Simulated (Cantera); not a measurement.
# Thermodynamics of fluorocarbon and chlorocarbon gases, feed CH₃Cl

Charge: 1 mol CH₃Cl, at 0.00220 bar.

Cantera equilibrium calculation (NASA polynomials, part measured and part estimated; ideal gas, pure solids and liquids). Candidate condensed phases: C, C₆H₆, C₇H₈, C₈H₁₈; 91 gas species. The tables' values for CCl are old estimates; treat these amounts as uncertain. Equilibrium is a limit: real reactors are often held back by kinetics, nucleation or transport.

```
T (K)  log p H  log p H₂  log p HCl  log p Cl  log p C₃  log p C  n C(graphite)
-----  -------  --------  ---------  --------  --------  -------  -------------
2500     -3.18     -3.16      -3.30     -3.46     -6.30    -6.78          0.979
2575     -3.08     -3.24      -3.41     -3.40     -5.81    -6.34          0.969
2650     -3.00     -3.35      -3.54     -3.35     -5.35    -5.93          0.949
2725     -2.94     -3.47      -3.69     -3.32     -4.91    -5.55          0.902
2800     -2.90     -3.62      -3.86     -3.30     -4.50    -5.18          0.785
2875     -2.87     -3.80      -4.06     -3.30     -4.11    -4.83          0.492
2950     -2.87     -4.00      -4.28     -3.31     -3.83    -4.54              0
3025     -2.86     -4.17      -4.46     -3.31     -3.86    -4.35              0
```
log p: log10 of the partial pressure in bar; n: condensed amount in mol.

From 2500 K to 2875 K the condensed part is C(graphite). From 2950 K to 3025 K nothing is condensed. The main C-bearing gas is C₂H₂ (acetylene) at 2500 K and C₃ at 3025 K.
